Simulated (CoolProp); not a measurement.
A Linde-Hampson liquefier for dry air: isothermal reversible compression at 290 K from 1 atm to 15 MPa, throttling to 1 atm, return gas leaving the recuperator 5 K below the feed. Each further row changes one setting.

The numbers come from the reference Helmholtz-energy equation of state, Lemmon 2000 in CoolProp. It is a pseudo-pure fit of the blend.

| case | liquid yield per pass | compression work (kJ/kg of gas) |
|---|---|---|
| as stated | 0.062 | 413 |
| high pressure 30 MPa | 0.098 | 473 |
| warm-end temperature 320 K | 0.043 | 459 |
| warm-end gap 10 K | 0.050 | 413 |
